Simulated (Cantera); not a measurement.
Feed: 1 mol Ta2O5, 0.4 mol C, 5.5 mol H2, equilibrated at 1500 °C.

Method: chemical equilibrium by Gibbs-energy minimisation in Cantera with the NASA 1993 tables (ideal gas, pure condensed phases). Candidate condensed phases: C, C6H6, C7H8, C8H18, H2O, Ta, TaC, Ta2O5; 113 gas species. Mutual solubility and eutectic melting of coexisting phases are not modelled. TaC: taken at fixed stoichiometry. Condensed phases not in the tables: Ta2C. Equilibrium is a limit: real reactors are often held back by kinetics, nucleation or transport.

Q: At 1000000 Pa, list the 6 most abundant gas species with their mole fractions, and the condensed phases.

A: H2 0.946, CO 0.0476, H2O 0.00580, CH4 0.000191, H 8.75e-5, CO2 7.86e-5. Condensed: TaC(s) + Ta2O5(s).
